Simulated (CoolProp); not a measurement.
Saturated liquid density (kg/m³) of propylene: the reference equation beside estimates from Tc = 364.2 K, pc = 4555 kPa, ω = 0.146.

Computed with CoolProp (reference Helmholtz-energy equation of state, Lemmon 2013).

```csv
T (K),reference,van der Waals,Redlich-Kwong,Soave-Redlich-Kwong
280.5,535.0,337.5,481.3,492.8
285.3,527.5,332.6,472.5,484.2
290.1,519.8,327.6,463.4,475.2
294.9,511.8,322.3,454.0,465.8
299.8,503.4,316.8,444.0,455.9
304.6,494.8,311.1,(withheld),445.7
309.4,485.9,305.2,423.2,435.0
314.2,476.5,299.1,412.1,423.7
319.1,466.4,292.5,400.2,411.6
323.9,456.0,285.6,(withheld),399.0
328.7,444.8,278.3,374.9,385.6
333.5,432.8,270.5,361.0,371.2
338.3,(withheld),262.1,346.1,355.7
```

### Question
What belongs in the gaps?

### Answer

- 304.6, Redlich-Kwong: 433.8
- 323.9, Redlich-Kwong: 387.9
- 338.3, reference: 419.7

Absolute difference from the reference over all 13 rows, mean and median: van der Waals 37.2 and 37.2 %, Redlich-Kwong 13.2 and 12.9 %, Soave-Redlich-Kwong 10.9 and 10.5 %.
